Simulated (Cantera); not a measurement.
A freely propagating, adiabatic, planar premixed flame of CO : H2 : O2 : N2 = 1 : 0.048 : 0.374 : 1.41 (molar parts), equivalence ratio 1.4, unburnt at 423 K and 240000 Pa; mixture-averaged transport, grid criteria slope 0.08 and curve 0.16, no radiation.

Detailed kinetics in Cantera: GRI-Mech 3.0 (53 species, 325 reactions). The hydrogen kinetics of GRI-Mech 3.0 are dated; newer H2 mechanisms differ, most at raised pressure. Burning velocities carry a grid error of a few per cent, more on coarse grids.

x: mole fraction of selected species; z is measured from the peak of heat release.

```
z (mm)   T (K)  u (m/s)   x CO        x H2        x O2        x NO       x N2O       x CO2
-------  -----  -------  -----  ----------  ----------  ----------  ----------  ----------
-0.802     423    0.779  0.353      0.0169       0.132       <1e-8       <1e-8       <1e-8
-0.535     423    0.779  0.353      0.0168       0.132       <1e-8       <1e-8  (withheld)
-0.401     423    0.778  0.353      0.0167       0.132       <1e-8       <1e-8     2.25e-7
-0.267     424    0.780  0.353      0.0160       0.132       <1e-8       <1e-8     6.98e-6
-0.134     465    0.852  0.353      0.0132       0.131     3.82e-8       <1e-8    0.000995
-0.0668    753     1.37  0.336     0.00974       0.121     1.05e-6     2.45e-8      0.0178
0         1238     2.20  0.288     0.00481      0.0907     6.01e-6     1.84e-7      0.0728
0.0668    1568     2.71  0.234     0.00190      0.0566     1.76e-5     4.32e-7       0.139
0.134     1757     2.98  0.201     0.00155      0.0384     3.20e-5     4.79e-7       0.181
0.267     1949     3.25  0.177     0.00171      0.0270     5.61e-5     4.33e-7       0.212
0.535     2118     3.49  0.163     0.00169      0.0205     9.04e-5     4.06e-7       0.231
1.07      2258     3.68  0.150  (withheld)  (withheld)  (withheld)  (withheld)       0.248
2.14      2364     3.82  0.139     0.00139     0.00871    0.000249     2.84e-7       0.263
```

Task: Fill in the missing entries.

Result: 
- -0.535, x CO2: 3.01e-8
- 1.07, x H2: 0.00154
- 1.07, x O2: 0.0142
- 1.07, x NO: 0.000148
- 1.07, x N2O: 3.60e-7
